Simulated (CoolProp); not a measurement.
Properties of octamethylcyclotetrasiloxane (D4) along the isotherm 620 K (Tc = 586.5 K, pc = 1.347 MPa, ω = 0.598).

Computed with CoolProp (reference Helmholtz-energy equation of state, Thol 2015).

```
p (MPa)  phase  density (kg/m³)  Joule-Thomson coefficient (K/MPa)  fugacity coefficient
-------  -----  ---------------  ---------------------------------  --------------------
0.00213    gas           0.1226                              7.016                0.9996
0.00344    gas           0.1981                              7.019                0.9993
0.00556    gas           0.3203                              7.024                0.9988
0.00898    gas           0.5177                              7.032                0.9981
0.0145     gas           0.8369                              7.044                0.9969
0.0234     gas            1.353                              7.065                0.9951
0.0379     gas            2.198                              7.099                0.9920
0.0612     gas            3.568                              7.155                0.9871
0.0989     gas            5.813                              7.247                0.9793
0.16       gas            9.535                              7.402                0.9665
0.258      gas            15.73                              7.669                0.9462
0.417      gas            26.45                              8.154                0.9136
0.674      gas            45.96                              9.112                0.8618
```
